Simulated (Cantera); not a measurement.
Input (Python, Cantera) and output of one run.

```python
import numpy as np
import cantera as ct

gas_names = """
    AL ALCL ALCL2 ALCL3 ALH AL2 AL2CL6 CL CL2 H HCL H2
""".split()
cond_names = """
    AL(cr) AL(L) ALCL3(s) ALCL3(L)
""".split()


# ... load() reads the species with a 1 bar reference pressure and builds the phases ...
atoms = {
    'Al': {'AL': 1},
    'HCl': {'H': 1, 'CL': 1},
    'H2': {'H': 2},
}
top_T = {}  # K; cautious upper limits of use, not melting points


# ... equilibrate(T, P, feed) seeds the gas with the atoms and calls Mixture.equilibrate('TP', solver="vcs", rtol=1e-11, max_steps=5000) ...
results = []
feed = {'Al': 1, 'HCl': 1, 'H2': 13}  # mol
T = 798  # K
P = 1333.22  # Pa
mix = equilibrate(T, P, feed)
results.append((T, P, feed, dict(zip(mix.species_names, mix.species_moles))))
x = sorted(zip(gas.X, gas.species_names), reverse=True)
print(f"T = {T:g} K  P = {P:g} Pa  gas = {mix.phase_moles(0):.4g} mol")
print("   x: " + "  ".join(f"{s} {v:.3e}" for v, s in x if v > 0.0001))
print("   condensed (mol): " + ("  ".join(f"{mix.phase(i).name} {mix.phase_moles(i):.4g}"
      for i in range(1, mix.n_phases) if mix.phase_moles(i) > 1e-12) or "none"))
```

Output:

```
T = 798 K  P = 1333.22 Pa  gas = 13.84 mol
   x: H2 9.756e-01  ALCL3 2.383e-02  ALCL 4.347e-04
   condensed (mol): AL(cr) 0.6623
```

Method: chemical equilibrium by Gibbs-energy minimisation in Cantera with the NASA 1993 tables (ideal gas, pure condensed phases). The tables' values for AlCl2 are old estimates; treat these amounts as uncertain.
